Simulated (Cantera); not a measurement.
A closed system holds: 1 mol (CH3)2SiCl2, 0.32 mol CH4, 10 mol H2, held at 2425 K and 10000 Pa.

Equilibrium computed with Cantera from the NASA thermochemical tables; the gas is ideal and each condensed phase is pure. Candidate condensed phases: C, C6H6, C7H8, C8H18, Si, SiC; 109 gas species. The feed counts by its element totals alone. The tables' values for SiCl, SiCl3 are old estimates; treat these amounts as uncertain. Gases not in the tables: Si2H6 and higher silanes. Equilibrium is a limit: real reactors are often held back by kinetics, nucleation or transport.

Base state: H2 0.809, HCl 0.115, H 0.0509, C2H2 (acetylene) 0.00631, Si 0.00532, Cl 0.00515, SiCl2 0.00513, SiCl 0.00118 (mole fractions); condensed: C(graphite) + SiC(s).

Task: What changes in the equilibrium state with this change: temperature from 2425 K to 1125 K?

Result: 
| species | before | after |
|---|---|---|
| H2 | 0.809 | 0.871 |
| HCl | 0.115 | 0.122 |
| SiCl4 | 2.60e-8 | 0.00334 |
| H | 0.0509 | 1.31e-7 |
| Si | 0.00532 | <1e-9 |
| SiCl | 0.00118 | <1e-9 |
| SiC2 | 0.00110 | <1e-9 |
| Si2C | 0.000623 | <1e-9 |
| SiH | 0.000449 | <1e-9 |
| C(graphite), mol | 1.30 | 1.34 |
| SiC(s), mol | 0.778 | 0.943 |
The tables' values for SiCl3 are old estimates; treat these amounts as uncertain.
